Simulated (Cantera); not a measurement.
An isothermal, constant-pressure homogeneous reactor starts with N2O : H2 : N2 = 1 : 0.0026 : 0.53 (molar parts), at 1125 K and 10.00 Torr. Integrator tolerance rtol = 1e-08.

Model: GRI-Mech 3.0 (53 species, 325 reactions), integrated in Cantera. GRI-Mech 3.0 was tuned for natural gas; its chemistry of N2O as a main component is partial and can be far from experiment. Radical loss at walls, strong at low pressure, is not modelled. The mechanism lacks the step 2 NO + O2 → 2 NO2, which can matter for NO2 below about 1400 K. The temperature is held fixed by assumption; the heat of reaction is taken as removed at once.

Task: What does this change do: pressure from 10.00 Torr to 270 Torr?

Result: 
```
quantity                                              before                                      after
-----------------  -----------------------------------------  -----------------------------------------
x(N2O) at 3.00 s      0.646 (gas-phase equilibrium 9.39e-10)      0.541 (gas-phase equilibrium 4.88e-9)
x(H2) at 3.00 s    0.000117 (gas-phase equilibrium 5.43e-11)  7.97e-10 (gas-phase equilibrium 1.04e-11)
x(NO2) at 3.00 s     4.21e-5 (gas-phase equilibrium 3.49e-7)   0.000104 (gas-phase equilibrium 1.81e-6)
x(NO) at 3.00 s    0.000222 (gas-phase equilibrium 0.000113)   0.00591 (gas-phase equilibrium 0.000113)
x(H2O2) at 3.00 s     3.29e-9 (gas-phase equilibrium <1e-12)  5.96e-10 (gas-phase equilibrium 4.46e-12)
x(N2) at 3.00 s          0.350 (gas-phase equilibrium 0.753)        0.413 (gas-phase equilibrium 0.753)
x(HO2) at 3.00 s    4.75e-7 (gas-phase equilibrium 2.38e-10)   1.75e-8 (gas-phase equilibrium 5.43e-10)
```

Task: What does this change do: pressure from 10.00 Torr to 240 Torr?

Result: 
```
quantity                                              before                                      after
-----------------  -----------------------------------------  -----------------------------------------
x(N2O) at 3.00 s      0.646 (gas-phase equilibrium 9.39e-10)      0.551 (gas-phase equilibrium 4.60e-9)
x(H2) at 3.00 s    0.000117 (gas-phase equilibrium 5.43e-11)  8.16e-10 (gas-phase equilibrium 1.11e-11)
x(NO2) at 3.00 s     4.21e-5 (gas-phase equilibrium 3.49e-7)    9.94e-5 (gas-phase equilibrium 1.71e-6)
x(NO) at 3.00 s    0.000222 (gas-phase equilibrium 0.000113)   0.00534 (gas-phase equilibrium 0.000113)
x(H2O2) at 3.00 s     3.29e-9 (gas-phase equilibrium <1e-12)  5.35e-10 (gas-phase equilibrium 4.20e-12)
x(N2) at 3.00 s          0.350 (gas-phase equilibrium 0.753)        0.407 (gas-phase equilibrium 0.753)
x(HO2) at 3.00 s    4.75e-7 (gas-phase equilibrium 2.38e-10)   1.92e-8 (gas-phase equilibrium 5.27e-10)
```
